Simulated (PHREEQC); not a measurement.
Synthetic water in mg/L, 25 °C, pH 7.69, pe 11.3:

| constituent | mg/L |
|---|---|
| Na | 16.4 |
| K | 4.02 |
| Ca | 21 |
| Mg | 2 |
| Cl | 36.1 |
| S(6) as SO4 | 31.1 |
| Alkalinity as HCO3 | 23.5 |
| B | 0.116 |
| Sr | 4.23 |
| Zn | 2.12 |

Valence states are taken as typed.

Equilibrium calculation in PHREEQC: ion-association model, wateq4f.dat.

Problem. The ionic strength comes out as 0.00301 mol/kgw. What activity coefficients do CO3-2, K+, Mg+2, Sr+2, ZnOH+ get?

Solution. CO3-2 0.79, K+ 0.94, Mg+2 0.79, Sr+2 0.79, ZnOH+ 0.94.

Precipitation was switched off in this run.
